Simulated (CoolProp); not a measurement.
Computed with CoolProp (reference Helmholtz-energy equation of state, Gao 2016).

Question: For sulfur dioxide, give the phase and the cv (kJ/(kg K)), Joule-Thomson coefficient (K/MPa) at 233.95 °C and 0.857 MPa; 213.45 °C and 0.0226 MPa; 23.55 °C and 24.7 MPa.

Answer: 
- 233.95 °C and 0.857 MPa: gas; cv 0.607, Joule-Thomson coefficient 8.18
- 213.45 °C and 0.0226 MPa: gas; cv 0.591, Joule-Thomson coefficient 9.06
- 23.55 °C and 24.7 MPa: liquid; cv 0.805, Joule-Thomson coefficient -0.262
